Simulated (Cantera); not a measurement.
An isothermal, constant-pressure homogeneous reactor starts with 0.906 % CO, 0.473 % O₂, 0.167 % H₂O, 98.5 % N₂, at 1325 K and 2.27 atm.

Detailed kinetics in Cantera: GRI-Mech 3.0 (53 species, 325 reactions).

**Question.** Predict: x(CO) at 2.00 s; x(O₂) at 2.00 s; x(H₂O) at 2.00 s; x(CO₂) at 2.00 s; x(N₂O) at 2.00 s; x(OH) at 2.00 s; x(H) at 2.00 s.

**Answer.** 
```
Quantity                                             Result
----------------  -----------------------------------------
x(CO) at 2.00 s     1.62e-6 (gas-phase equilibrium 1.10e-7)
x(O₂) at 2.00 s   0.000197 (gas-phase equilibrium 0.000190)
x(H₂O) at 2.00 s    0.00168 (gas-phase equilibrium 0.00168)
x(CO₂) at 2.00 s    0.00910 (gas-phase equilibrium 0.00910)
x(N₂O) at 2.00 s    2.53e-8 (gas-phase equilibrium 1.75e-9)
x(OH) at 2.00 s     9.06e-7 (gas-phase equilibrium 2.55e-7)
x(H) at 2.00 s     5.26e-9 (gas-phase equilibrium 1.13e-10)
```
